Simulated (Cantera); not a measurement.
Feed: 1 mol SiH2Cl2, 39 mol N2, equilibrated at 1975 K.

Equilibrium computed with Cantera from the NASA thermochemical tables; the gas is ideal and each condensed phase is pure. Candidate condensed phases: NH4Cl, Si, Si3N4; 28 gas species. Equilibrium is a limit: real reactors are often held back by kinetics, nucleation or transport.

Which condensed phases are stable at each of these points (P (Pa)): 5, 26, 140, 710, 3700, 19000, 100000?


```json
[
 {"P (Pa)": "5", "condensed phases": "gas only", "Si condensed (%)": "0.0"},
 {"P (Pa)": "26", "condensed phases": "gas only", "Si condensed (%)": "0.0"},
 {"P (Pa)": "140", "condensed phases": "gas only", "Si condensed (%)": "0.0"},
 {"P (Pa)": "710", "condensed phases": "Si(l)", "Si condensed (%)": "2.0"},
 {"P (Pa)": "3700", "condensed phases": "Si(l)", "Si condensed (%)": "19.3"},
 {"P (Pa)": "19000", "condensed phases": "Si3N4(s)", "Si condensed (%)": "26.2"},
 {"P (Pa)": "100000", "condensed phases": "Si3N4(s)", "Si condensed (%)": "39.5"}
]
```

From 5.00e-5 bar to 0.00140 bar nothing is condensed. From 0.00710 bar to 0.0370 bar the condensed part is Si(l). From 0.190 bar to 1.00 bar the condensed part is Si3N4(s).
